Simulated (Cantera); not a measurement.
Mixture: CO : H2 : CH4 : O2 : N2 = 1 : 0.35 : 0.11 : 1.01 : 6.23 (molar parts), at 11.0 bar, adiabatic and at constant volume. Ignition delay is the time to a rise of 400 K.

Cantera simulation using GRI-Mech 3.0 (53 species, 325 reactions); the numbers are that mechanism's predictions, not measurements. Where the delays flatten at high temperature, the 400 K rule measures the pace of heat release, not the induction time.

Task: What does this change do: CH4 0.11 to 0.067 parts?

Result: 
```
quantity          before    after
---------------  -------  -------
delay at 1275 K  35.8 µs  26.3 µs
delay at 1475 K  7.01 µs  5.37 µs
delay at 1675 K  3.07 µs  2.75 µs
delay at 1875 K  1.94 µs  1.97 µs
delay at 2075 K  1.50 µs  1.70 µs
```

Task: What does this change do: O2 1.01 to 0.44 parts?

Result: 
```tsv
quantity	before	after
delay at 1275 K	35.8 µs	88.5 µs
delay at 1475 K	7.01 µs	20.5 µs
delay at 1675 K	3.07 µs	7.48 µs
delay at 1875 K	1.94 µs	3.98 µs
delay at 2075 K	1.50 µs	2.85 µs
```
